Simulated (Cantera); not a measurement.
Input: 1 mol B2O3, 9.4 mol F2, 1.4 mol HCl, at 0.0570 Torr.

Equilibrium computed with Cantera from the NASA thermochemical tables; the gas is ideal and each condensed phase is pure. Candidate condensed phases: B, B2O3, B3O3H3, H2O; 56 gas species. Kinetics and transport are ignored.

**Question.** At 1198 K, list the 4 most abundant gas species with their mole fractions, and the condensed phases.

**Answer.** F 0.619, BF3 0.121, O2 0.0908, HF 0.0848. Condensed: gas only.
